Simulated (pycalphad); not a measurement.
# Effect of C content in Si-C

CALPHAD calculation (pycalphad, COST 507 light-alloy database (1999)), 1 atm. The data set is of 1999 and partly superseded. Amounts are mole fractions of atoms. Kinetics are ignored, which matters at the lower temperatures.

```csv
alloy,liquidus (K),first solid,solidus (K),phases at 650 K
Si-0.07706C (wt.%),2177,CSI,1687,"diamond (Si) 1.00, CSI under 0.01"
Si-0.1543C (wt.%),2285,CSI,1687,"diamond (Si) 0.99, CSI 0.01"
Si-0.2274C (wt.%),2350,CSI,1687,"diamond (Si) 0.99, CSI 0.01"
Si-0.3049C (wt.%),2402,CSI,1687,"diamond (Si) 0.99, CSI 0.01"
Si-0.4561C (wt.%),2476,CSI,1687,"diamond (Si) 0.98, CSI 0.02"
Si-0.6123C (wt.%),…,CSI,1687,…
```

**Question.** Some entries are withheld; supply them.

**Answer.** 
- Si-0.6123C (wt.%), liquidus (K): 2532
- Si-0.6123C (wt.%), phases at 650 K: diamond (Si) 0.97, CSI 0.03

Database names, with the compositions (at.%) that they take in these runs: CSI: Si 50 C 50.
